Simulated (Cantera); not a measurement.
Feed: 1 mol Si₂H₆, a varied amount of O₂, held at 1300 °C and 0.420 bar.

Equilibrium computed with Cantera from the NASA thermochemical tables; the gas is ideal and each condensed phase is pure. Candidate condensed phases: H₂O, Si, SiO₂; 18 gas species. The feed counts by its element totals alone. The tables hold silica as quartz up to 1696 K and as liquid above; real silica turns to tridymite and cristobalite and melts near 1996 K. Gases not in the tables: Si(OH)₄. Kinetics and transport are ignored.

Q: At 2.5 mol O₂, list the 3 most abundant gas species with their mole fractions, and the condensed phases.

A: H₂ 0.667, H₂O 0.333, H 5.12e-5. Condensed: SiO₂(β-quartz).
